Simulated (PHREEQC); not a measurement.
0.015 g of hydrous ferric oxide (600 m²/g; 0.2 weak and 0.005 strong sites per Fe, Dzombak-Morel constants, diffuse double layer) in 1 kg of water with 0.01 mol/kgw of an inert sodium salt and 2.9e-06 mol H3BO3 and 1.4e-05 mol MnCl2, at 25 °C; the pH is set by adding NaOH or the inert anion's acid. No oxygen is let in. No CO2 enters from the air. Nothing may precipitate in this run.

The series has 13 steps of pH, from 4 to 10.

Equilibrium calculation in PHREEQC: ion-association model, wateq4f.dat.

Problem. Near which pH is half of the Mn sorbed, and on which side is more sorbed?

Solution. Near pH 8.4, with more sorbed at higher pH.

Problem. At which pH does the surface charge pass through zero?

Solution. Near pH 8.7.

Species that the database lacks are ignored.
